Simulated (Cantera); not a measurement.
What does this Cantera script print?

```python
import numpy as np
import cantera as ct

gas_names = """
    AL ALCL ALCL2 ALCL3 ALH ALN AL2 AL2CL6 CL CL2 H HCL H2 N NH NH2 NH3 N2 N2H2 N2H4
""".split()
cond_names = """
    AL(cr) AL(L) ALCL3(s) ALCL3(L) ALN(s) NH4CL(a) NH4CL(b)
""".split()


# ... load() reads the species with a 1 bar reference pressure and builds the phases ...
atoms = {
    'AlN': {'AL': 1, 'N': 1},
    'HCl': {'H': 1, 'CL': 1},
    'N2': {'N': 2},
}
top_T = {'ALN(s)': 2750}  # K; cautious upper limits of use, not melting points


# ... equilibrate(T, P, feed) seeds the gas with the atoms and calls Mixture.equilibrate('TP', solver="vcs", rtol=1e-11, max_steps=5000) ...
results = []
feed = {'AlN': 1, 'HCl': 22, 'N2': 0.67}  # mol
T = 1998  # K
P = 1.8  # Pa
mix = equilibrate(T, P, feed)
results.append((T, P, feed, dict(zip(mix.species_names, mix.species_moles))))
x = sorted(zip(gas.X, gas.species_names), reverse=True)
print(f"T = {T:g} K  P = {P:g} Pa  gas = {mix.phase_moles(0):.4g} mol")
print("   x: " + "  ".join(f"{s} {v:.3e}" for v, s in x if v > 1e-05))
print("   condensed (mol): " + ("  ".join(f"{mix.phase(i).name} {mix.phase_moles(i):.4g}"
      for i in range(1, mix.n_phases) if mix.phase_moles(i) > 1e-12) or "none"))
```

Result:

```
T = 1998 K  P = 1.8 Pa  gas = 30.38 mol
   x: HCL 3.747e-01  CL 3.160e-01  H 1.263e-01  H2 1.116e-01  N2 3.851e-02  ALCL 3.204e-02  ALCL2 6.499e-04  AL 2.004e-04  ALCL3 2.574e-05
   condensed (mol): none
```

Equilibrium computed with Cantera from the NASA thermochemical tables; the gas is ideal and each condensed phase is pure. The tables' values for AlCl2 are old estimates; treat these amounts as uncertain.
